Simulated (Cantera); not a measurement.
An isothermal, constant-pressure homogeneous reactor starts with 49.4 % H2, 30.9 % O2, 19.8 % N2, equivalence ratio 0.80, at 1248 K and 0.133 bar.

Model: GRI-Mech 3.0 (53 species, 325 reactions), integrated in Cantera. The temperature is held fixed by assumption; the heat of reaction is taken as removed at once.

x: mole fraction; the columns are a selection and need not sum to one.

| t (s) | x H2 | x O2 | x H | x O | x HO2 |
|---|---|---|---|---|---|
| 0.000500 | 0.0309 | 0.0956 | 0.0343 | (withheld) | 3.50e-5 |
| 0.00158 | 0.00391 | 0.0829 | 0.00110 | (withheld) | 2.33e-5 |
| 0.00500 | 0.000327 | 0.0819 | 2.50e-5 | (withheld) | 5.44e-6 |
| 0.0158 | 3.48e-5 | 0.0819 | 1.00e-6 | (withheld) | 7.85e-7 |
| 0.0500 | 5.76e-6 | 0.0819 | 7.79e-8 | (withheld) | 1.50e-7 |
| 0.158 | 1.36e-6 | 0.0820 | 9.70e-9 | (withheld) | 4.10e-8 |
| 0.500 | 4.27e-7 | 0.0820 | 1.75e-9 | (withheld) | 1.97e-8 |
| 1.58 | 2.26e-7 | 0.0820 | 6.65e-10 | (withheld) | 1.71e-8 |
| 5.00 | 2.10e-7 | 0.0820 | 5.90e-10 | 5.25e-8 | 1.71e-8 |
| 15.8 | 2.10e-7 | 0.0820 | 5.89e-10 | 5.25e-8 | 1.71e-8 |
| 50.0 | 2.10e-7 | 0.0820 | 5.89e-10 | 5.25e-8 | 1.71e-8 |

Some entries are withheld; supply them.


- 0.000500, x O: 0.00899
- 0.00158, x O: 0.000808
- 0.00500, x O: 6.26e-5
- 0.0158, x O: 7.58e-6
- 0.0500, x O: 1.44e-6
- 0.158, x O: 3.66e-7
- 0.500, x O: 1.16e-7
- 1.58, x O: 5.77e-8
